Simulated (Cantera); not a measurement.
Charge: 1 mol MgCl2, 4.9 mol N2, a varied amount of O2, equilibrated at 802 °C and 1.33 mbar.

Method: chemical equilibrium by Gibbs-energy minimisation in Cantera with the NASA 1993 tables (ideal gas, pure condensed phases). Candidate condensed phases: Mg, MgCl2, MgO; 18 gas species. Rates play no part.

x: gas mole fraction; n: condensed amount in mol.

```tsv
n(O2) (mol)	x N2	x O2	x Cl2	x Cl	x MgCl2	x NO	n MgO(s)
1.2	0.737	0.107	0.141	0.0114	[?]	4.65e-5	0.976
1.5	0.705	0.145	0.135	0.0111	[?]	5.30e-5	0.979
2	0.658	0.203	0.127	0.0108	[?]	6.04e-5	0.983
2.6	0.609	0.262	0.117	0.0103	[?]	6.61e-5	0.985
3.4	0.554	0.328	0.107	0.00986	[?]	7.06e-5	0.986
4.4	0.497	0.396	0.0956	0.00934	[?]	7.35e-5	0.988
5.8	0.435	0.471	0.0835	0.00873	[?]	7.50e-5	0.989
7.6	0.375	0.544	0.0717	0.00810	[?]	7.48e-5	0.989
9.9	0.319	0.612	0.0607	0.00745	[?]	7.32e-5	0.990
```

Q: What belongs in the gaps?

A: 
- 1.2, x MgCl2: 0.00360
- 1.5, x MgCl2: 0.00296
- 2, x MgCl2: 0.00234
- 2.6, x MgCl2: 0.00191
- 3.4, x MgCl2: 0.00155
- 4.4, x MgCl2: 0.00127
- 5.8, x MgCl2: 0.00101
- 7.6, x MgCl2: 0.000810
- 9.9, x MgCl2: 0.000647
